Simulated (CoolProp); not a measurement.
A simple Rankine cycle with carbonyl sulfide: condensing at 324.15 K, boiler at 4.77 MPa, turbine inlet 402 K, turbine efficiency 0.6, pump efficiency 0.7, no recuperator. Each further row changes one setting.

Values from CoolProp's reference Helmholtz-energy equation of state, Lemmon 2006. It is a short technical equation, of lower accuracy than the large ones.

| case | thermal efficiency (%) | net work (kJ/kg) | heat in (kJ/kg) | turbine exit temperature (K) | volume ratio over the turbine |
|---|---|---|---|---|---|
| as stated | [?] | [?] | 255 | [?] | 1.99 |
| turbine inlet 422 K | 5.5 | 15.3 | 277 | [?] | 1.97 |
| condensing temperature 316.15 K | 6.3 | 16.8 | [?] | 343.9 | 2.35 |
| boiler pressure 3.34 MPa | 3.0 | 8.30 | 274 | 379.5 | 1.41 |
| turbine efficiency 0.5 | 4.1 | 10.5 | 255 | 356.7 | 2.02 |

Q: What belongs in the gaps?

A: 
- as stated, thermal efficiency (%): 5.2
- as stated, net work (kJ/kg): 13.4
- as stated, turbine exit temperature (K): 353.7
- turbine inlet 422 K, turbine exit temperature (K): 375.1
- condensing temperature 316.15 K, heat in (kJ/kg): 267
